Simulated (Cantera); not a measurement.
Mixture: C₃H₈ : O₂ : N₂ : CO₂ = 1 : 4.17 : 15.7 : 0.79 (molar parts), at 10.0 bar, adiabatic and at constant volume. Ignition delay is the time to a rise of 400 K.

Computed with Cantera and GRI-Mech 3.0 (53 species, 325 reactions). GRI-Mech 3.0 was tuned for natural gas; its chemistry of propane as a main component is partial and can be far from experiment.

**Question.** Predict: delay at 1100 K; delay at 1175 K; delay at 1250 K; delay at 1325 K; delay at 1400 K; delay at 1475 K; apparent activation energy between 1325 and 1475 K.

**Answer.** 
```json
{
 "delay at 1100 K": "11.0 ms",
 "delay at 1175 K": "2.69 ms",
 "delay at 1250 K": "0.689 ms",
 "delay at 1325 K": "0.197 ms",
 "delay at 1400 K": "65.0 µs",
 "delay at 1475 K": "25.2 µs",
 "apparent activation energy between 1325 and 1475 K": "220 kJ/mol"
}
```
